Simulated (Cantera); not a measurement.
Input: 1 mol NH₃, 0.045 mol O₂, 12 mol N₂, equilibrated at 2500 K and 59.0 Pa.

Equilibrium computed with Cantera from the NASA thermochemical tables; the gas is ideal and each condensed phase is pure. Candidate condensed phases: H₂O; 24 gas species. Rates play no part.

Base state: N₂ 0.821, H 0.152, H₂ 0.0215, O 0.00402, OH 0.000866, H₂O 0.000592, NO 0.000345, O₂ 4.53e-5 (mole fractions); condensed: gas only.

Q: What changes in the equilibrium state with this change: temperature from 2500 K to 775 K?

A: 
| species | before | after |
|---|---|---|
| N₂ | 0.821 | 0.893 |
| H₂ | 0.0215 | 0.101 |
| H₂O | 0.000592 | 0.00643 |
| H | 0.152 | <1e-9 |
| O | 0.00402 | <1e-9 |
| OH | 0.000866 | <1e-9 |
